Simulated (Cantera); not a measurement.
What does this Cantera script print?

```python
import numpy as np
import cantera as ct

gas_names = """
    H2 CH4
""".split()
cond_names = """
    TaC(s) TaC(L) Ta(cr) Ta(L)
""".split()


# ... load() reads the species with a 1 bar reference pressure and builds the phases ...
species = {s.name: s for s in load("nasa_gas.yaml", gas_names) + load("nasa_condensed.yaml", cond_names)}
# Each term lists the table entries of one substance; the one whose range holds T is used.
reactions = {
    '2 H2(g) + TaC = Ta + CH4(g)':
        [(-2, ['H2']), (-1, ['TaC(s)', 'TaC(L)']), (1, ['Ta(cr)', 'Ta(L)']), (1, ['CH4'])],
}


def pick(names, T):
    return next(species[n] for n in names if species[n].thermo.min_temp <= T <= species[n].thermo.max_temp)


results = []
for label, terms in reactions.items():
    print(label)
    print("     T/K   dH/kJ  dS/(J/K)   dG/kJ   log10 K")
    for T in [300, 1425, 1475, 1525, 1575, 1625, 1675, 1725]:
        used = [(nu, pick(names, T)) for nu, names in terms]
        dH = sum(nu * s.thermo.h(T) for nu, s in used) / 1e6
        dS = sum(nu * s.thermo.s(T) for nu, s in used) / 1e3
        dG = dH - T * dS / 1e3
        logK = -dG * 1e6 / (ct.gas_constant * T * np.log(10))
        results.append((label, T, dH, dS, dG, logK, [s.name for _, s in used]))
        print(f"{T:8g} {dH:8.1f} {dS:8.1f} {dG:8.1f} {logK:8.2f}")
```

Output:

```
2 H2(g) + TaC = Ta + CH4(g)
     T/K   dH/kJ  dS/(J/K)   dG/kJ   log10 K
     300     69.4    -76.1     92.3   -16.06
    1425     50.9   -109.3    206.6    -7.57
    1475     50.8   -109.3    212.0    -7.51
    1525     50.8   -109.3    217.5    -7.45
    1575     50.8   -109.3    223.0    -7.39
    1625     50.8   -109.3    228.4    -7.34
    1675     50.9   -109.3    233.9    -7.29
    1725     51.0   -109.2    239.4    -7.25
```

Cantera with NASA thermochemical tables; ideal gases at 1 bar, condensed phases pure. TaC: taken at fixed stoichiometry. Condensed species are held in their standard states even where they would react or evaporate.
